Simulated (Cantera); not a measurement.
A closed system holds: 1 mol CF4, 0.011 mol F2, at 1375 K and 750 Torr.

Method: chemical equilibrium by Gibbs-energy minimisation in Cantera with the NASA 1993 tables (ideal gas, pure condensed phases). Gases not in the tables: C2F6 and larger saturated fluorocarbons. Rates play no part.

```
species    before    after
-------  --------  -------
CF4         0.979    0.950
F          0.0211   0.0491
F2       0.000203  0.00109
```
Gas species are given as mole fractions.

Problem. What was changed between the two runs?
A. F2 from 0.011 to 1.8 mol
B. F2 from 0.011 to 1.2 mol
C. F2 from 0.011 to 0.027 mol
D. temperature from 1375 K to 2825 K

Solution. C, F2 from 0.011 to 0.027 mol
